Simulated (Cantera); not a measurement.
Source: NASA polynomial tables (part measured, part estimated), evaluated in Cantera. Values are per mole of reaction as written; species without (g) are pure solids or liquids, kept so even where they would boil at 1 bar.

3 S + 2 CH3(g) = 3 H2S(g) + 2 C, with ΔH° = -355.4 kJ and ΔS° = 144.4 J/K at 300 K.

Task: How far is the shortcut ΔG° ≈ ΔH°(300 K) − T·ΔS°(300 K) from the full temperature-dependent value at 498, 573, 648, 723, 798, 873, 948, 1023 K?

Result: 
```json
[
 {"T (K)": "498", "shortcut (kJ)": "-427.3", "full (kJ)": "-423.4", "difference (kJ)": "-3.8", "difference in log10 K": "0.40", "condensed phases": "S(l), C(graphite)"},
 {"T (K)": "573", "shortcut (kJ)": "-438.1", "full (kJ)": "-430.9", "difference (kJ)": "-7.2", "difference in log10 K": "0.66", "condensed phases": "S(l), C(graphite)"},
 {"T (K)": "648", "shortcut (kJ)": "-448.9", "full (kJ)": "-437.8", "difference (kJ)": "-11.1", "difference in log10 K": "0.90", "condensed phases": "S(l), C(graphite)"},
 {"T (K)": "723", "shortcut (kJ)": "-459.7", "full (kJ)": "-444.3", "difference (kJ)": "-15.5", "difference in log10 K": "1.12", "condensed phases": "S(l), C(graphite)"},
 {"T (K)": "798", "shortcut (kJ)": "-470.6", "full (kJ)": "-450.5", "difference (kJ)": "-20.1", "difference in log10 K": "1.31", "condensed phases": "S(l), C(graphite)"},
 {"T (K)": "873", "shortcut (kJ)": "-481.4", "full (kJ)": "-456.5", "difference (kJ)": "-24.9", "difference in log10 K": "1.49", "condensed phases": "S(l), C(graphite)"},
 {"T (K)": "948", "shortcut (kJ)": "-492.2", "full (kJ)": "-462.3", "difference (kJ)": "-30.0", "difference in log10 K": "1.65", "condensed phases": "S(l), C(graphite)"},
 {"T (K)": "1023", "shortcut (kJ)": "-503.1", "full (kJ)": "-467.8", "difference (kJ)": "-35.3", "difference in log10 K": "1.80", "condensed phases": "S(l), C(graphite)"}
]
```
The shortcut ignores heat capacities and the phase changes listed.
